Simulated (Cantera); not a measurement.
Feed: 1 mol SiH₂Cl₂, 820 mol H₂, at 82.0 mbar.

These are equilibrium values from Cantera (NASA tables, ideal gas, pure condensed phases), not measurements of a reactor. Candidate condensed phases: Si; 19 gas species. Gases not in the tables: Si₂H₆ and higher silanes. The numbers say what is thermodynamically allowed, not how fast it happens.

Question: What share of the Si ends up in condensed phases as a function of T (K), at 850, 950, 1050, 1150, 1250, 1350, 1450, 1550, 1650, 1750?

Answer: 
```csv
T (K),Si condensed (%),as
850,63.5,Si(s)
950,87.9,Si(s)
1050,97.5,Si(s)
1150,98.7,Si(s)
1250,98.7,Si(s)
1350,98.6,Si(s)
1450,98.4,Si(s)
1550,98.1,Si(s)
1650,97.1,Si(s)
1750,94.5,Si(l)
```
